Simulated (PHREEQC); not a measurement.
Dissolve 0.21 mol/kgw H2SO4 and 4.5e-05 mol/kgw LiCl at 25 °C. Closed to the air; pH follows from the charge balance.

The numbers come from PHREEQC with the ion-association model, wateq4f.dat.

- pH = 0.73
- ionic strength = 0.264 mol/kgw
- activity of water = 0.992
- total alkalinity = -420 meq/kg

```csv
species,molality,activity,log γ
H+,0.237,0.187,-0.104
HSO4-,0.183,0.130,-0.149
SO4-2,0.0271,0.00715,-0.579
Cl-,4.50e-5,3.11e-5,-0.161
Li+,4.36e-5,3.23e-5,-0.130
LiSO4-,1.40e-6,1.01e-6,-0.142
```

Precipitation was switched off in this run. Species that the database lacks are ignored.
